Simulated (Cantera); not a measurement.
Feed: 1 mol Cu2O, 1.7 mol C, 0.76 mol N2, equilibrated at 0.0380 bar.

Equilibrium computed with Cantera from the NASA thermochemical tables; the gas is ideal and each condensed phase is pure. Candidate condensed phases: C, Cu, CuO, Cu2O; 27 gas species. The numbers say what is thermodynamically allowed, not how fast it happens.

Problem. At 1575 K, list the 3 most abundant gas species with their mole fractions, and the condensed phases.

Solution. CO 0.568, N2 0.432, Cu 0.000719. Condensed: C(graphite) + Cu(l).
